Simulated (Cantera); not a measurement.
Input (Python, Cantera):

```python
import numpy as np
import cantera as ct

gas = ct.Solution("gri30.yaml")
gas.TPX = 1273, 2666, {'C2H4': 1, 'H2': 44}
reactor = ct.IdealGasConstPressureReactor(gas, energy="off", clone=False)
net = ct.ReactorNet([reactor])
net.rtol, net.atol = 1e-08, 1e-18
show = ['C2H4', 'H2', 'C2H2', 'H', 'CH3', 'C2H']
times = np.geomspace(2e-06, 10, 15)

steps = ct.SolutionArray(gas, extra=["t"])
rows = []
print(f"{'t/s':>10s}{'T/K':>9s}{'P/Pa':>11s}" + "".join(f"{s:>11s}" for s in show))
for t in times:
    while net.time < t:
        t_next = net.step()
        steps.append(gas.state, t=t_next)
    rows.append([np.interp(t, steps.t, y) for y in (steps.T, steps.P, *steps(*show).X.T)])
    print(f"{t:10.3e}{rows[-1][0]:9.1f}{rows[-1][1]:11.4g}" + "".join(f"{x:11.3e}" for x in rows[-1][2:]))
rate = np.gradient(steps.T, steps.t)
print("integrator steps:", len(steps.t))
if steps.T.max() > steps.T[0] + 200:
    print(f"time of steepest temperature rise: {steps.t[rate.argmax()]:.4e} s")
gas.TPX = 1273, 2666, {'C2H4': 1, 'H2': 44}
gas.equilibrate("TP")
print(f"equilibrium (TP): T = {gas.T:.1f} K  " + "  ".join(f"{s} {gas[s].X[0]:.3e}" for s in show))
```

It prints:

```
       t/s      T/K       P/Pa       C2H4         H2       C2H2          H        CH3        C2H
 2.000e-06   1273.0       2666  2.222e-02  9.778e-01  1.015e-09  3.437e-13  2.359e-21  3.217e-25
 6.019e-06   1273.0       2666  2.222e-02  9.778e-01  3.053e-09  1.087e-12  5.336e-20  1.847e-24
 1.811e-05   1273.0       2666  2.222e-02  9.778e-01  9.189e-09  3.642e-12  1.260e-18  1.413e-23
 5.452e-05   1273.0       2666  2.222e-02  9.778e-01  2.765e-08  1.283e-11  2.624e-17  1.350e-22
 1.641e-04   1273.0       2666  2.222e-02  9.778e-01  8.323e-08  4.485e-11  3.668e-16  1.377e-21
 4.938e-04   1273.0       2666  2.222e-02  9.778e-01  2.505e-07  1.467e-10  2.557e-15  1.344e-20
 1.486e-03   1273.0       2666  2.222e-02  9.778e-01  7.540e-07  4.545e-10  1.154e-14  1.251e-19
 4.472e-03   1273.0       2666  2.222e-02  9.778e-01  2.271e-06  1.382e-09  5.521e-14  1.145e-18
 1.346e-02   1273.0       2666  2.222e-02  9.778e-01  6.848e-06  4.189e-09  3.371e-13  1.048e-17
 4.051e-02   1273.0       2666  2.220e-02  9.778e-01  2.073e-05  1.300e-08  2.553e-12  9.852e-17
 1.219e-01   1273.0       2666  2.216e-02  9.778e-01  6.375e-05  4.867e-08  2.323e-11  1.131e-15
 3.669e-01   1273.0       2666  2.199e-02  9.778e-01  2.272e-04  5.519e-07  4.561e-10  4.571e-14
 1.104e+00   1273.0       2666  1.838e-02  9.778e-01  3.698e-03  1.059e-05  3.375e-08  1.426e-11
 3.323e+00   1273.0       2666  8.118e-03  9.779e-01  1.360e-02  1.071e-05  9.065e-08  5.306e-11
 1.000e+01   1273.0       2666  2.375e-03  9.778e-01  1.909e-02  1.037e-05  1.428e-07  7.211e-11
integrator steps: 492
equilibrium (TP): T = 1273.0 K  C2H4 6.742e-04  H2 9.622e-01  C2H2 6.411e-03  H 4.313e-06  CH3 2.680e-06  C2H 1.024e-11
```

Model: GRI-Mech 3.0 (53 species, 325 reactions), integrated in Cantera. GRI-Mech 3.0 was tuned for natural gas; its chemistry of ethylene as a main component is partial and can be far from experiment. GRI-Mech 3.0 stops at C3 and has no aromatics, soot or wall deposition, so with more carbon than oxygen in the feed, carbon stays in small species such as C2H2 where larger ones or solid carbon would form. Radical loss at walls, strong at low pressure, is not modelled.
